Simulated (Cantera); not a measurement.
Feed: 1 mol BF3, 1.2 mol O2, 2.1 mol N2, equilibrated at 0.100 bar.

Method: chemical equilibrium by Gibbs-energy minimisation in Cantera with the NASA 1993 tables (ideal gas, pure condensed phases). Candidate condensed phases: B, BN, B2O3; 31 gas species. The numbers say what is thermodynamically allowed, not how fast it happens.

### Question
At 1425 °C, list the 5 most abundant gas species with their mole fractions, and the condensed phases.

### Answer
N2 0.487, O2 0.278, BF3 0.232, NO 0.00260, F 0.000429. Condensed: gas only.
